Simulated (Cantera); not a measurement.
A Cantera script and what it prints.

```python
import numpy as np
import cantera as ct

gas_names = """
    CL CL2 H HCL H2 Si SiCL SiCL2 SiCL3 SiCL4 SiH SiHCL3 SiH2 SiH2CL2 SiH3 SiH3CL SiH4 Si2 Si3
""".split()
cond_names = """
    Si(cr) Si(L)
""".split()


# ... load() reads the species with a 1 bar reference pressure and builds the phases ...
atoms = {
    'Si3H8': {'Si': 3, 'H': 8},
    'HCl': {'H': 1, 'CL': 1},
    'H2': {'H': 2},
    'Cl2': {'CL': 2},
}
top_T = {}  # K; cautious upper limits of use, not melting points


# ... equilibrate(T, P, feed) seeds the gas with the atoms and calls Mixture.equilibrate('TP', solver="vcs", rtol=1e-11, max_steps=5000) ...
results = []
feed = {'Si3H8': 1, 'HCl': 0.35, 'H2': 310, 'Cl2': 0.48}  # mol
T = 1750  # K
for P in [100, 230, 540, 1300, 2900, 6800, 16000, 37000, 86000, 200000]:
    mix = equilibrate(T, P, feed)
    results.append((T, P, feed, dict(zip(mix.species_names, mix.species_moles))))

top = {s: max(r[3][s] / sum(r[3][g] for g in gas_names) for r in results) for s in gas_names}
cols = sorted((s for s in top if top[s] > 1e-06), key=lambda s: -top[s])[:8]
seen = [c for c in cond_names if any(r[3].get(c, 0) > 1e-12 for r in results)]
print("log10 of partial pressures in bar; condensed amounts in mol")
print(f"{'P/Pa':>10s}" + "".join(f"{s[:9]:>10s}" for s in cols + seen))
for T, P, feed, n in results:
    ng = sum(n[g] for g in gas_names)
    print(f"{P:10.4g}" + "".join(f"{np.log10(max(n[s] / ng * P / 1e5, 1e-99)):10.3f}" for s in cols)
          + "".join(f"{n.get(c, 0):10.4g}" for c in seen))
```

Result:

```
log10 of partial pressures in bar; condensed amounts in mol
      P/Pa        H2         H       HCL        Si       SiH     SiCL2        CL      SiCL     Si(L)
       100    -3.006    -5.136    -5.399    -5.824    -7.205    -7.272    -7.643    -7.650     2.468
       230    -2.642    -4.955    -5.035    -5.824    -7.023    -6.906    -7.460    -7.468      2.75
       540    -2.271    -4.769    -4.663    -5.824    -6.838    -6.533    -7.274    -7.281     2.876
      1300    -1.889    -4.578    -4.280    -5.824    -6.646    -6.150    -7.082    -7.090     2.932
      2900    -1.540    -4.403    -3.931    -5.824    -6.472    -5.801    -6.907    -6.915     2.955
      6800    -1.170    -4.218    -3.561    -5.824    -6.287    -5.430    -6.722    -6.730     2.966
   1.6e+04    -0.798    -4.032    -3.189    -5.824    -6.101    -5.058    -6.536    -6.544     2.971
   3.7e+04    -0.434    -3.850    -2.825    -5.824    -5.919    -4.694    -6.354    -6.361     2.973
   8.6e+04    -0.067    -3.667    -2.458    -5.824    -5.736    -4.328    -6.171    -6.178     2.974
     2e+05     0.299    -3.484    -2.092    -5.824    -5.552    -3.962    -5.988    -5.995     2.974
```

Equilibrium computed with Cantera from the NASA thermochemical tables; the gas is ideal and each condensed phase is pure. The feed counts by its element totals alone. The tables' values for SiCl are old estimates; treat these amounts as uncertain. Gases not in the tables: Si2H6 and higher silanes.
